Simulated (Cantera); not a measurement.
Input (Python, Cantera) and output of one run.

```python
import numpy as np
import cantera as ct

gas_names = [...]  # 92 gases of nasa_gas.yaml made of C, H, N
cond_names = """
    C(gr) C6H6(L) C7H8(L) C8H18(L),n-octa
""".split()


# ... load() reads the species with a 1 bar reference pressure and builds the phases ...
atoms = {
    'C2H6': {'C': 2, 'H': 6},
    'NH3': {'N': 1, 'H': 3},
    'N2': {'N': 2},
    'H2': {'H': 2},
}
top_T = {'C(gr)': 4500}  # K; cautious upper limits of use, not melting points


# ... equilibrate(T, P, feed) seeds the gas with the atoms and calls Mixture.equilibrate('TP', solver="vcs", rtol=1e-11, max_steps=5000) ...
results = []
feed = {'C2H6': 1, 'NH3': 2.2, 'N2': 7.7, 'H2': 28}  # mol
T = 2398.15  # K
P = 101325  # Pa
mix = equilibrate(T, P, feed)
results.append((T, P, feed, dict(zip(mix.species_names, mix.species_moles))))
x = sorted(zip(gas.X, gas.species_names), reverse=True)
print(f"T = {T:g} K  P = {P:g} Pa  gas = {mix.phase_moles(0):.4g} mol")
print("   x: " + "  ".join(f"{s} {v:.3e}" for v, s in x if v > 0.001))
print("   condensed (mol): " + ("  ".join(f"{mix.phase(i).name} {mix.phase_moles(i):.4g}"
      for i in range(1, mix.n_phases) if mix.phase_moles(i) > 1e-12) or "none"))
```

Result:

```
T = 2398.15 K  P = 101325 Pa  gas = 43.39 mol
   x: H2 7.665e-01  N2 1.913e-01  HCN 2.079e-02  H 1.371e-02  C2H2,acetylene 5.299e-03  HNC 2.154e-03
   condensed (mol): C(gr) 0.5328
```

Method: chemical equilibrium by Gibbs-energy minimisation in Cantera with the NASA 1993 tables (ideal gas, pure condensed phases).
